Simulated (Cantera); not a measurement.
A perfectly stirred reactor is fed with CH₄ : N₂ = 1 : 1.2 (molar parts), at 1.00 atm; it is held at 1600 K, and followed from long to short residence time.

Computed with Cantera and GRI-Mech 3.0 (53 species, 325 reactions). GRI-Mech 3.0 stops at C3 and has no aromatics, soot or wall deposition, so with more carbon than oxygen in the feed, carbon stays in small species such as C2H2 where larger ones or solid carbon would form.

```tsv
quantity	before	after
x(CH₄) at τ = 4.40 s	0.0487	0.0117
x(CH₃) at τ = 4.40 s	7.78e-5	3.44e-5
x(C₂H₆) at τ = 4.40 s	1.87e-5	3.24e-6
x(H) at τ = 4.40 s	3.27e-5	1.67e-5
x(C₂H₂) at τ = 4.40 s	0.134	0.0380
x(CH₄) at τ = 29.0 ms	0.326	0.0753
x(CH₃) at τ = 29.0 ms	0.000465	0.000235
x(C₂H₆) at τ = 29.0 ms	0.000657	0.000184
x(H) at τ = 29.0 ms	9.40e-6	4.44e-6
x(C₂H₂) at τ = 29.0 ms	0.0388	0.00789
```

Question: What was changed between the two runs?
(A) temperature 1600 to 1248 K
(B) pressure from 1.00 atm to 0.0132 atm
(C) pressure from 1.00 atm to 1.48 atm
(D) N2 1.2 to 9.4 parts

Answer: D, N2 1.2 to 9.4 parts
